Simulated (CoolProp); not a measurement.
A single-stage vapour-compression cycle with the fluid: evaporating at 269.15 K (dew point), condensing at 300.15 K (bubble point), superheat 2 K, subcooling 8 K, compressor efficiency 0.6, no pressure losses. The same conditions are run with several fluids, on thermodynamics alone (safety and materials aside).

Values from CoolProp's reference Helmholtz-energy equation of state of each fluid (R11: Jacobsen 1992; neopentane: Lemmon 2006; R124: de Vries 1995; n-butane: Bücker 2006; propylene: Lemmon 2013; R507A: Lemmon 2003). Blends and air are pseudo-pure fits.

```
fluid       cooling COP  pressure ratio  discharge temperature (K)  refrigerating effect (kJ/kg)  volumetric capacity (kJ/m³)
----------  -----------  --------------  -------------------------  ----------------------------  ---------------------------
R11                4.97            3.37                      332.6                           172                          361
neopentane         4.86      (withheld)                 (withheld)                           278                          555
R124               4.84            2.91                      315.2                           138                         1230
n-butane     (withheld)            2.92                      315.5                           338                          800
propylene          4.71            2.34                      324.4                           329                         3570
R507A              4.58            2.46                      315.6                           135                         3780
```

Complete the blanks.


- neopentane, pressure ratio: 3.02
- neopentane, discharge temperature (K): 308.6
- n-butane, cooling COP: 4.90
